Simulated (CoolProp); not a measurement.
Ammonia along the isobar 265 bar: density (kg/m³) from the reference equation and from simpler models built on Tc = 405.6 K, pc = 113.6 bar, ω = 0.256; each cubic takes its own stable root.

The numbers come from the reference Helmholtz-energy equation of state, Gao 2020 in CoolProp.

```tsv
T (K)	phase	reference
375.4	liquid	509.1
382.9	liquid	495.3
390.4	liquid	480.9
397.8	liquid	465.7
405.3	liquid	449.4
412.7	supercritical	432.0
420.2	supercritical	413.1
427.7	supercritical	392.5
435.1	supercritical	370.4
442.6	supercritical	346.1
450.1	supercritical	320.2
```

**Question.** How far does each simpler model (van der Waals, Redlich-Kwong, Soave-Redlich-Kwong, Peng-Robinson) lie from the reference over these 11 states: mean and median of the absolute difference, and the worst?

**Answer.** 
- van der Waals: mean 35.7 %, median 37.2 %, worst -41.4 % at 375.4 K and 265 bar
- Redlich-Kwong: mean 22.4 %, median 23.4 %, worst -23.7 % at 390.4 K and 265 bar
- Soave-Redlich-Kwong: mean 23.7 %, median 23.9 %, worst -24.8 % at 435.1 K and 265 bar
- Peng-Robinson: mean 15.6 %, median 15.7 %, worst -18.0 % at 442.6 K and 265 bar
